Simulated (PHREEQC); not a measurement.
Solution (25 °C): 0.0022 mol/kgw HF, 0.00022 mol/kgw H2SiF6, 0.00017 mol/kgw HBF4 and 0.014 mol/kgw HNO3. Closed to the air; pH follows from the charge balance.

Computed with PHREEQC (ion-association model, phreeqc.dat).

Task: The ionic strength comes out as 0.0146 mol/kgw. What activity coefficients do BF3OH-, H+, BF4-, SiF6-2, BF2(OH)2- get?

Result: BF3OH- 0.89, H+ 0.90, BF4- 0.89, SiF6-2 0.62, BF2(OH)2- 0.89.

Precipitation was switched off in this run. Complexes and solids missing from the database can't appear. SiF6-2 is the database's only silicon fluoride. Real BF4- forms and hydrolyses slowly; the run takes it at equilibrium.
